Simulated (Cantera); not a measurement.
Feed: 1 mol n-butane, 1 mol H₂, 0.46 mol NH₃, at 1.20 bar.

These are equilibrium values from Cantera (NASA tables, ideal gas, pure condensed phases), not measurements of a reactor. Candidate condensed phases: C, C₆H₆, C₇H₈, C₈H₁₈; 92 gas species. Equilibrium is a limit: real reactors are often held back by kinetics, nucleation or transport. All values below are at 1998 K.

Base state: H₂ 0.963, N₂ 0.0319, HCN 0.00256, H 0.00144, C₂H₂ (acetylene) 0.000730, CH₄ 0.000475, HNC 0.000145, CH₃ 1.40e-5 (mole fractions); condensed: C(graphite).

Q: What changes in the equilibrium state with this change: NH₃ from 0.46 to 2.2 mol?

A: 
```tsv
species	before	after
H₂	0.963	0.889
N₂	0.0319	0.103
HCN	0.00256	0.00444
HNC	0.000145	0.000251
CH₄	0.000475	0.000405
CH₃	1.40e-5	1.25e-5
C₂H₂ (acetylene)	0.000730	0.000674
C(graphite), mol	3.97	3.93
```

Q: What changes in the equilibrium state with this change: pressure from 1.20 bar to 2.80 mbar?

A: 
| species | before | after |
|---|---|---|
| H₂ | 0.963 | 0.936 |
| N₂ | 0.0319 | 0.0314 |
| H | 0.00144 | 0.0293 |
| CH₄ | 0.000475 | 1.05e-6 |
| CH₃ | 1.40e-5 | 6.49e-7 |
| C₂H₂ (acetylene) | 0.000730 | 0.000709 |
| HNC | 0.000145 | 0.000142 |
| HCN | 0.00256 | 0.00251 |
| C(graphite), mol | 3.97 | 3.97 |
